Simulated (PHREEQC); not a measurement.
0.6 g of hydrous ferric oxide (600 m²/g; 0.2 weak and 0.005 strong sites per Fe, Dzombak-Morel constants, diffuse double layer) in 1 kg of water with 0.001 mol/kgw of an inert sodium salt and 0.0018 mmol/kgw PbCl2 and 0.056 mmol/kgw Ag2SO4, at 25 °C; the pH is set by adding NaOH or the inert anion's acid. Oxygen alone is held at its pressure in air (log pO2 = -0.68). CO2 from the air is kept out. No solid was allowed to form.

Base run: PHREEQC, ion-association model, wateq4f.dat. Each further column changes one thing. The table gives Ag sorbed (%).

```tsv
pH	base	no electrostatic term (-no_edl)	background salt from 0.001 to 0.0001 mol/kgw	oxide from 0.6 to 3 g/kgw
4	0.3	0.0	0.4	1.6
4.5	1.2	0.0	1.3	5.8
5	3.5	0.0	3.7	16.4
6	16.3	2.5	16.6	58.9
6.5	23.6	12.7	23.7	78.4
7	29.6	25.5	29.7	90.7
7.5	37.4	35.4	37.6	96.6
8.5	71.6	69.9	71.9	99.6
9	87.5	81.2	87.7	99.9
9.5	95.5	86.0	95.6	100.0
10	98.5	87.6	98.5	100.0
11	99.8	87.3	99.8	100.0
11.5	99.9	84.7	99.9	100.0
12	99.9	74.1	99.9	100.0
```

In at least one series the solution becomes supersaturated in solids that the run did not let form, among them Cerargyrite.
